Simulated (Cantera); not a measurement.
Input: 1 mol Ta2O5, 9.1 mol CO, 0.55 mol H2, held at 2325 °C and 0.0133 bar.

These are equilibrium values from Cantera (NASA tables, ideal gas, pure condensed phases), not measurements of a reactor. Candidate condensed phases: C, C6H6, C7H8, C8H18, H2O, Ta, TaC, Ta2O5; 113 gas species. Rates play no part.

Base state: CO 0.869, H 0.0516, TaO2 0.0350, H2 0.0245, CO2 0.0134, H2O 0.00245, O 0.00162, OH 0.00119 (mole fractions); condensed: Ta2O5(l).

Question: What changes in the equilibrium state with this change: H2 from 0.55 to 0.69 mol?

Answer: 
```csv
species,before,after
CO,0.869,0.853
H,0.0516,0.0592
TaO2,0.0350,0.0354
H2,0.0245,0.0322
CO2,0.0134,0.0129
H2O,0.00245,0.00315
OH,0.00119,0.00133
O2,6.60e-5,6.30e-5
"Ta2O5(l), mol",0.815,0.809
```

Question: What changes in the equilibrium state with this change: pressure from 0.0133 bar to 0.590 bar?

Answer: 
| species | before | after |
|---|---|---|
| CO | 0.869 | 0.933 |
| H2 | 0.0245 | 0.0504 |
| H | 0.0516 | 0.0111 |
| TaO2 | 0.0350 | 0.00243 |
| CO2 | 0.0134 | 0.00153 |
| O2 | 6.60e-5 | 1.67e-8 |
| O | 0.00162 | 3.88e-6 |
| OH | 0.00119 | 2.72e-5 |
| Ta2O5(l), mol | 0.815 | 0.985 |

Question: What changes in the equilibrium state with this change: H2 from 0.55 to 11 mol?

Answer: 
```
species          before    after
-------------  --------  -------
CO                0.869    0.382
H2               0.0245    0.348
H                0.0516    0.195
H2O             0.00245   0.0196
CO2              0.0134  0.00333
TaO2             0.0350   0.0466
O2              6.60e-5  2.10e-5
TaO            0.000890  0.00210
OH              0.00119  0.00253
Ta2O5(l), mol     0.815    0.426
```
